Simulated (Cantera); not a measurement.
**Equilibrium for silicon carbide growth: CH3SiCl3 + C3H8 + H2**

Input: 1 mol CH3SiCl3, 0.55 mol C3H8, 140 mol H2, equilibrated at 1.00 Torr.

Method: chemical equilibrium by Gibbs-energy minimisation in Cantera with the NASA 1993 tables (ideal gas, pure condensed phases). Candidate condensed phases: C, C6H6, C7H8, C8H18, Si, SiC; 109 gas species. The feed counts by its element totals alone. The tables' values for SiCl are old estimates; treat these amounts as uncertain. Equilibrium is a limit: real reactors are often held back by kinetics, nucleation or transport.

| T (K) | log p H2 | log p H | log p HCl | log p Si | log p Cl | n C(graphite) | n SiC(s) |
|---|---|---|---|---|---|---|---|
| 950 | -2.88 | -10.70 | -4.56 | <-14 | -12.39 | 1.62 | 1.000 |
| 1100 | -2.88 | -9.03 | -4.56 | <-14 | -10.75 | 1.64 | 1.000 |
| 1250 | -2.88 | -7.76 | -4.56 | -13.73 | -9.50 | 1.65 | 1.000 |
| 1400 | -2.88 | -6.76 | -4.56 | -11.40 | -8.52 | 1.65 | 0.999 |
| 1550 | -2.88 | -5.94 | -4.56 | -9.53 | -7.72 | 1.65 | 0.998 |
| 1700 | -2.89 | -5.27 | -4.56 | -8.00 | -7.06 | 1.63 | 0.995 |
| 1850 | -2.89 | -4.71 | -4.57 | -6.71 | -6.51 | 1.60 | 0.970 |
| 2000 | -2.90 | -4.24 | -4.59 | -5.62 | -6.05 | 1.72 | 0.687 |
| 2150 | -2.94 | -3.84 | -4.63 | -5.12 | -5.67 | 1.97 | 0 |
| 2300 | -3.00 | -3.52 | -4.70 | -5.16 | -5.36 | 1.32 | 0 |
| 2450 | -3.13 | -3.26 | -4.85 | -5.23 | -5.13 | 0.266 | 0 |
log p: log10 of the partial pressure in bar; n: condensed amount in mol.

From 950 K to 2000 K the condensed part is C(graphite) + SiC(s). From 2150 K to 2450 K the condensed part is C(graphite). The main Si-bearing gas is SiCl4 at 950 K and Si at 2450 K.
